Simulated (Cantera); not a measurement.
Cantera run:

```python
import numpy as np
import cantera as ct

gas_names = """

""".split()
cond_names = """
    S(cr1) S(cr2) S(L) Ni3S4(s) NiS2(s) NiS2(L) Ni(cr) Ni(L)
""".split()


# ... load() reads the species with a 1 bar reference pressure and builds the phases ...
species = {s.name: s for s in load("nasa_gas.yaml", gas_names) + load("nasa_condensed.yaml", cond_names)}
# Each term lists the table entries of one substance; the one whose range holds T is used.
reactions = {
    '2 S + Ni3S4 = 3 NiS2':
        [(-2, ['S(cr1)', 'S(cr2)', 'S(L)']), (-1, ['Ni3S4(s)']), (3, ['NiS2(s)', 'NiS2(L)'])],
    '2 S + Ni = NiS2':
        [(-2, ['S(cr1)', 'S(cr2)', 'S(L)']), (-1, ['Ni(cr)', 'Ni(L)']), (1, ['NiS2(s)', 'NiS2(L)'])],
}


def pick(names, T):
    return next(species[n] for n in names if species[n].thermo.min_temp <= T <= species[n].thermo.max_temp)


results = []
for label, terms in reactions.items():
    print(label)
    print("     T/K   dH/kJ  dS/(J/K)   dG/kJ   log10 K")
    for T in [473, 498, 523, 548, 573]:
        used = [(nu, pick(names, T)) for nu, names in terms]
        dH = sum(nu * s.thermo.h(T) for nu, s in used) / 1e6
        dS = sum(nu * s.thermo.s(T) for nu, s in used) / 1e3
        dG = dH - T * dS / 1e3
        logK = -dG * 1e6 / (ct.gas_constant * T * np.log(10))
        results.append((label, T, dH, dS, dG, logK, [s.name for _, s in used]))
        print(f"{T:8g} {dH:8.1f} {dS:8.1f} {dG:8.1f} {logK:8.2f}")
```

It prints:

```
2 S + Ni3S4 = 3 NiS2
     T/K   dH/kJ  dS/(J/K)   dG/kJ   log10 K
     473   -101.0    -54.5    -75.2     8.31
     498   -102.2    -57.0    -73.8     7.74
     523   -103.5    -59.5    -72.4     7.23
     548   -104.8    -61.9    -70.8     6.75
     573   -106.0    -64.2    -69.3     6.31
2 S + Ni = NiS2
     T/K   dH/kJ  dS/(J/K)   dG/kJ   log10 K
     473   -138.6    -40.1   -119.6    13.21
     498   -139.5    -42.0   -118.6    12.44
     523   -140.4    -43.8   -117.5    11.74
     548   -141.3    -45.5   -116.4    11.10
     573   -142.2    -46.9   -115.3    10.51
```

Standard-state values (1 bar) from the NASA 1993 polynomials, evaluated with Cantera. Condensed species are held in their standard states even where they would react or evaporate.
